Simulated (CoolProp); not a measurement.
A single-stage vapour-compression cycle with dimethyl ether: evaporating at 270.15 K (dew point), condensing at 331.15 K (bubble point), superheat 5 K, subcooling 0 K, compressor efficiency 0.75, no pressure losses. Each further row changes one setting.

Computed with CoolProp (reference Helmholtz-energy equation of state, Wu 2011).

```json
[
 {"case": "as stated", "cooling COP": "2.51", "pressure ratio": "5.77", "discharge temperature (K)": "366.5", "refrigerating effect (kJ/kg)": "296", "volumetric capacity (kJ/m³)": "1520"},
 {"case": "evaporating temperature 275.15 K", "cooling COP": "2.85", "pressure ratio": "4.84", "discharge temperature (K)": "…", "refrigerating effect (kJ/kg)": "301", "volumetric capacity (kJ/m³)": "…"},
 {"case": "condensing temperature 326.15 K", "cooling COP": "2.82", "pressure ratio": "…", "discharge temperature (K)": "…", "refrigerating effect (kJ/kg)": "309", "volumetric capacity (kJ/m³)": "1590"},
 {"case": "subcooling 5 K", "cooling COP": "…", "pressure ratio": "5.77", "discharge temperature (K)": "366.5", "refrigerating effect (kJ/kg)": "309", "volumetric capacity (kJ/m³)": "1590"},
 {"case": "superheat 15 K", "cooling COP": "…", "pressure ratio": "5.77", "discharge temperature (K)": "377.3", "refrigerating effect (kJ/kg)": "…", "volumetric capacity (kJ/m³)": "1530"},
 {"case": "compressor efficiency 0.65", "cooling COP": "2.18", "pressure ratio": "5.77", "discharge temperature (K)": "…", "refrigerating effect (kJ/kg)": "296", "volumetric capacity (kJ/m³)": "1520"}
]
```

Question: What belongs in the gaps?

Answer: 
- evaporating temperature 275.15 K, discharge temperature (K): 363.0
- evaporating temperature 275.15 K, volumetric capacity (kJ/m³): 1830
- condensing temperature 326.15 K, pressure ratio: 5.13
- condensing temperature 326.15 K, discharge temperature (K): 359.9
- subcooling 5 K, cooling COP: 2.63
- superheat 15 K, cooling COP: 2.52
- superheat 15 K, refrigerating effect (kJ/kg): 311
- compressor efficiency 0.65, discharge temperature (K): 376.0
